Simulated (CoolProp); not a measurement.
Model: reference Helmholtz-energy equation of state, Lemmon 2006, in CoolProp. It is a short technical equation, of lower accuracy than the large ones.

Problem. For neopentane, give the phase and the cv (kJ/(kg K)), isothermal compressibility (1/MPa) at 322.9 K and 3.47 MPa; 375.1 K and 3.47 MPa.

Solution. 
- 322.9 K and 3.47 MPa: liquid; cv 1.83, isothermal compressibility 0.00395
- 375.1 K and 3.47 MPa: liquid; cv 2.06, isothermal compressibility 0.0100
